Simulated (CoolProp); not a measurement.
Dimethyl ether along the isobar 101 kPa: Z from the reference equation and from simpler models built on Tc = 127.2 °C, pc = 5337 kPa, ω = 0.196; each cubic takes its own stable root.

Values from CoolProp's reference Helmholtz-energy equation of state, Wu 2011.

| T (°C) | phase | reference | van der Waals | Redlich-Kwong | Soave-Redlich-Kwong | Peng-Robinson |
|---|---|---|---|---|---|---|
| -120.45 | liquid | 0.004278 | 0.007128 | 0.004781 | 0.004758 | 0.004243 |
| -90.75 | liquid | 0.003739 | 0.006187 | 0.004157 | 0.004117 | 0.003664 |
| -61.05 | liquid | 0.003369 | 0.9754 | 0.003740 | 0.003684 | 0.003271 |
| -31.35 | liquid | 0.003110 | 0.9817 | 0.9736 | 0.003392 | 0.003004 |
| -1.65 | gas | 0.9740 | 0.9859 | 0.9807 | 0.9793 | 0.9783 |
| 28.05 | gas | 0.9824 | 0.9889 | 0.9855 | 0.9846 | 0.9837 |
| 57.75 | gas | 0.9873 | 0.9911 | 0.9889 | 0.9883 | 0.9874 |
| 87.45 | gas | 0.9905 | 0.9927 | 0.9913 | 0.9910 | 0.9902 |

At some of these states van der Waals, Redlich-Kwong gives the other phase, because its saturation line lies elsewhere.
